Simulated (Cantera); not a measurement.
A closed system holds: 1 mol PbO, 0.19 mol H2, 9.2 mol N2, held at 1052 °C and 53.0 mbar.

These are equilibrium values from Cantera (NASA tables, ideal gas, pure condensed phases), not measurements of a reactor. Candidate condensed phases: H2O, Pb, PbO, PbO2, Pb3O4; 27 gas species. Gases not in the tables: (PbO)n polymers. Equilibrium is a limit: real reactors are often held back by kinetics, nucleation or transport.

What is the equilibrium state?


| Property | Result |
|---|---|
| x(N2) | 0.948 |
| x(Pb) | 0.0196 |
| x(H2O) | 0.0196 |
| x(PbO) | 0.0130 |
| x(O2) | 1.40e-5 |
| x(NO) | 4.16e-6 |
| x(H2) | 3.05e-6 |
| x(OH) | 1.16e-6 |
| n(PbO(l)) | 0.683 mol |
| gas amount | 9.707 mol |
| log10 activity of Pb(l) (absent) | -0.54 |
